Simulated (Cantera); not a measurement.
Input: 1 mol C₂H₄, 0.018 mol O₂, 1.9 mol H₂, equilibrated at 2473 K.

Equilibrium computed with Cantera from the NASA thermochemical tables; the gas is ideal and each condensed phase is pure. Candidate condensed phases: C, C₆H₆, C₇H₈, C₈H₁₈, H₂O; 110 gas species. The ideal-gas law is rough above about 30 bar. The numbers say what is thermodynamically allowed, not how fast it happens.

Task: What share of the C ends up in condensed phases as a function of P (Pa), at 10, 72, 520, 3700, 27000, 190000, 1400000, 10000000?

Result: 
```
P (Pa)    C condensed (%)           as
--------  ---------------  -----------
10                   92.9  C(graphite)
72                   95.3  C(graphite)
520                  94.9  C(graphite)
3700                 94.6  C(graphite)
27000                94.5  C(graphite)
190000               94.4  C(graphite)
1400000              94.0  C(graphite)
10000000             91.3  C(graphite)
```
